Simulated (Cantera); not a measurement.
Cantera run:

```python
import numpy as np
import cantera as ct

gas_names = """
    CL CL2 H HCL H2 Si SiCL SiCL2 SiCL3 SiCL4 SiH SiHCL3 SiH2 SiH2CL2 SiH3 SiH3CL SiH4 Si2 Si3
""".split()
cond_names = """
    Si(cr) Si(L)
""".split()


# ... load() reads the species with a 1 bar reference pressure and builds the phases ...
atoms = {
    'SiCl4': {'Si': 1, 'CL': 4},
    'HCl': {'H': 1, 'CL': 1},
    'H2': {'H': 2},
}
top_T = {}  # K; cautious upper limits of use, not melting points


# ... equilibrate(T, P, feed) seeds the gas with the atoms and calls Mixture.equilibrate('TP', solver="vcs", rtol=1e-11, max_steps=5000) ...
results = []
T = 1375  # K
P = 1800000  # Pa
for m in [0.52, 0.67, 0.86, 1.1, 1.4, 1.8, 2.3, 3, 3.9, 5]:
    feed = {'SiCl4': 1, 'HCl': m, 'H2': 2.5}  # mol
    mix = equilibrate(T, P, feed)
    results.append((T, P, feed, dict(zip(mix.species_names, mix.species_moles))))

top = {s: max(r[3][s] / sum(r[3][g] for g in gas_names) for r in results) for s in gas_names}
cols = sorted((s for s in top if top[s] > 0.001), key=lambda s: -top[s])[:9]
seen = [c for c in cond_names if any(r[3].get(c, 0) > 1e-12 for r in results)]
print("log10 of partial pressures in bar; condensed amounts in mol")
print(f"{'n(HCl)':>10s}" + "".join(f"{s[:9]:>10s}" for s in cols + seen))
for T, P, feed, n in results:
    ng = sum(n[g] for g in gas_names)
    print(f"{feed['HCl']:10.4g}" + "".join(f"{np.log10(max(n[s] / ng * P / 1e5, 1e-99)):10.3f}" for s in cols)
          + "".join(f"{n.get(c, 0):10.4g}" for c in seen))
```

Output:

```
log10 of partial pressures in bar; condensed amounts in mol
    n(HCl)       HCL        H2     SiCL4    SiHCL3     SiCL3   SiH2CL2     SiCL2
      0.52     0.512     1.013     0.552    -0.142    -0.895    -1.666    -1.679
      0.67     0.565     1.001     0.549    -0.210    -0.956    -1.798    -1.799
      0.86     0.622     0.986     0.542    -0.289    -1.028    -1.950    -1.936
       1.1     0.683     0.967     0.531    -0.380    -1.110    -2.120    -2.088
       1.4     0.744     0.944     0.514    -0.482    -1.200    -2.306    -2.251
       1.8     0.807     0.913     0.489    -0.600    -1.303    -2.519    -2.432
       2.3     0.867     0.877     0.458    -0.727    -1.412    -2.742    -2.619
         3     0.928     0.830     0.415    -0.877    -1.538    -2.999    -2.830
       3.9     0.982     0.776     0.365    -1.036    -1.670    -3.267    -3.043
         5     1.028     0.718     0.309    -1.197    -1.801    -3.532    -3.249
```

Method: chemical equilibrium by Gibbs-energy minimisation in Cantera with the NASA 1993 tables (ideal gas, pure condensed phases). The tables' values for SiCl3 are old estimates; treat these amounts as uncertain.
